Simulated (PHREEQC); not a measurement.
A PHREEQC input (ion-association model, wateq4f.dat):

```
SOLUTION 1
  temp 298.15
  units mg/kgw
  pH 6.77
  pe 1.4
  Na 10.8
  K 6.86
  Ca 5.18
  Mg 0.951
  Cl 11.1
  S(6) 6.21 as SO4
  Alkalinity 31.3 as HCO3
  Li 0.00204
  Ba 0.0152
END
USE solution 1
EQUILIBRIUM_PHASES 1
  Gypsum 0 0
  CO2(g) -3.4 10
END
```

The run finishes without an error or a warning.

Its last state differs from that of the intended input:

```json
[
 {"quantity": "pH", "as run": "7.67", "intended": "7.91"},
 {"quantity": "ionic strength (mol/kgw)", "as run": "0.000884", "intended": "0.00119"},
 {"quantity": "HCO3- (mol/kgw)", "as run": "1.19e-6", "intended": "0.000506"},
 {"quantity": "CO2 (mol/kgw)", "as run": "5.58e-6", "intended": "1.36e-5"},
 {"quantity": "CO3-2 (mol/kgw)", "as run": "9.54e-11", "intended": "2.15e-6"},
 {"quantity": "CaSO4 (mol/kgw)", "as run": "2.64e-7", "intended": "1.17e-6"}
]
```

Problem. One thing in the input isn't as intended. What explains the difference?

Solution. One answer among several that fit: The fault: the temperature typed in kelvin. The line should read `temp 25` where the input has `temp 298.15`.
